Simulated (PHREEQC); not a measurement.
# Acid rinse or clean

Dissolve 0.025 mol H2SO4, 0.0011 mol FeCl3 and 0.0039 mol MnSO4 per kg of water at 60 °C. Closed to the air; pH follows from the charge balance.

The numbers come from PHREEQC with the ion-association model, wateq4f.dat.

Each row changes one thing in this solution. Precipitation was switched off in this run.

| case | pH | ionic strength (mol/kgw) | HSO4- (mol/kgw) | SO4-2 (mol/kgw) | FeSO4+ (mol/kgw) | FeHSO4+2 (mol/kgw) | SI of Goethite (FeOOH) | SI of Hematite (Fe2O3) |
|---|---|---|---|---|---|---|---|---|
| as made | 1.60 | 0.0458 | 0.0203 | 0.00637 | 0.000827 | 0.000122 | +1.94 | +6.04 |
| H2SO4 from 0.025 to 0.125 mol/kgw | 0.97 | 0.157 | 0.115 | (withheld) | 0.000550 | 0.000452 | (withheld) | +1.66 |
| H2SO4 left out | 3.08 | 0.0145 | 0.000326 | 0.00247 | 0.000209 | 8.22e-7 | +6.09 | +14.34 |
| MnSO4 left out | 1.57 | 0.0382 | 0.0186 | 0.00529 | 0.000827 | 0.000125 | (withheld) | +6.01 |
| temperature from 60 to 25 °C | 1.54 | 0.0541 | 0.0162 | 0.0105 | 0.000831 | 0.000118 | +0.74 | +3.50 |

Task: What belongs in the gaps?

Result: 
- H2SO4 from 0.025 to 0.125 mol/kgw, SO4-2 (mol/kgw): 0.0116
- H2SO4 from 0.025 to 0.125 mol/kgw, SI of Goethite (FeOOH): -0.25
- MnSO4 left out, SI of Goethite (FeOOH): +1.93

Some of these states are supersaturated (in Hematite (slow to form), Goethite (slow to form), for instance). Constants without temperature data keep their 25 °C values here.
